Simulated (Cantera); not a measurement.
Input (Python, Cantera):

```python
import numpy as np
import cantera as ct

gas = ct.Solution("gri30.yaml")
gas.TPX = 1600, 97000, {'C3H8': 1, 'O2': 3.57, 'N2': 9.64}
reactor = ct.IdealGasConstPressureReactor(gas, energy="on", clone=False)
net = ct.ReactorNet([reactor])
net.rtol, net.atol = 1e-08, 1e-16
show = ['C3H8', 'O2', 'H2O', 'H2O2', 'C2H2']
times = np.geomspace(2e-06, 0.4, 12)

steps = ct.SolutionArray(gas, extra=["t"])
rows = []
print(f"{'t/s':>10s}{'T/K':>9s}{'P/Pa':>11s}" + "".join(f"{s:>11s}" for s in show))
for t in times:
    while net.time < t:
        t_next = net.step()
        steps.append(gas.state, t=t_next)
    rows.append([np.interp(t, steps.t, y) for y in (steps.T, steps.P, *steps(*show).X.T)])
    print(f"{t:10.3e}{rows[-1][0]:9.1f}{rows[-1][1]:11.4g}" + "".join(f"{x:11.3e}" for x in rows[-1][2:]))
rate = np.gradient(steps.T, steps.t)
print("integrator steps:", len(steps.t))
if steps.T.max() > steps.T[0] + 200:
    print(f"time of steepest temperature rise: {steps.t[rate.argmax()]:.4e} s")
gas.TPX = 1600, 97000, {'C3H8': 1, 'O2': 3.57, 'N2': 9.64}
gas.equilibrate("HP")
print(f"equilibrium (HP): T = {gas.T:.1f} K  " + "  ".join(f"{s} {gas[s].X[0]:.3e}" for s in show))
```

Output:

```
       t/s      T/K       P/Pa       C3H8         O2        H2O       H2O2       C2H2
 2.000e-06   1589.9    9.7e+04  6.848e-02  2.503e-01  1.600e-04  5.386e-06  1.918e-07
 6.067e-06   1577.1    9.7e+04  6.236e-02  2.468e-01  1.965e-03  2.753e-05  8.910e-06
 1.840e-05   1601.8    9.7e+04  3.695e-02  2.260e-01  1.465e-02  5.928e-05  2.897e-04
 5.582e-05   2812.5    9.7e+04  1.429e-40  9.619e-03  1.381e-01  1.452e-07  1.698e-16
 1.693e-04   2892.8    9.7e+04  1.098e-39  8.128e-03  1.436e-01  1.777e-07  4.582e-16
 5.136e-04   2914.7    9.7e+04  2.729e-39  7.237e-03  1.453e-01  1.847e-07  6.739e-16
 1.558e-03   2910.1    9.7e+04  3.131e-39  6.799e-03  1.451e-01  1.776e-07  7.043e-16
 4.725e-03   2909.6    9.7e+04  3.173e-39  6.754e-03  1.451e-01  1.768e-07  7.072e-16
 1.433e-02   2909.6    9.7e+04  3.173e-39  6.754e-03  1.451e-01  1.768e-07  7.072e-16
 4.347e-02   2909.6    9.7e+04  3.173e-39  6.754e-03  1.451e-01  1.768e-07  7.072e-16
 1.319e-01   2909.6    9.7e+04  3.173e-39  6.754e-03  1.451e-01  1.768e-07  7.072e-16
 4.000e-01   2909.6    9.7e+04  3.173e-39  6.754e-03  1.451e-01  1.768e-07  7.072e-16
integrator steps: 1621
time of steepest temperature rise: 3.3524e-05 s
equilibrium (HP): T = 2909.6 K  C3H8 5.631e-39  O2 6.754e-03  H2O 1.451e-01  H2O2 1.768e-07  C2H2 7.466e-16
```

Detailed kinetics in Cantera: GRI-Mech 3.0 (53 species, 325 reactions). GRI-Mech 3.0 was tuned for natural gas; its chemistry of propane as a main component is partial and can be far from experiment.
